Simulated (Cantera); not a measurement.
Mixture: CH4 : O2 : N2 = 1 : 2.08 : 8.33 (molar parts), equivalence ratio 0.96, at 1.40 bar, adiabatic and at constant volume. Ignition delay is the time to a rise of 400 K.

Model: GRI-Mech 3.0 (53 species, 325 reactions), integrated in Cantera.

Predict: delay at 1175 K; delay at 1325 K; delay at 1475 K; delay at 1625 K; delay at 1775 K; apparent activation energy between 1700 and 1850 K.


```json
{
 "delay at 1175 K": "48.6 ms",
 "delay at 1325 K": "6.45 ms",
 "delay at 1475 K": "1.15 ms",
 "delay at 1625 K": "0.283 ms",
 "delay at 1775 K": "94.2 µs",
 "apparent activation energy between 1700 and 1850 K": "170 kJ/mol"
}
```
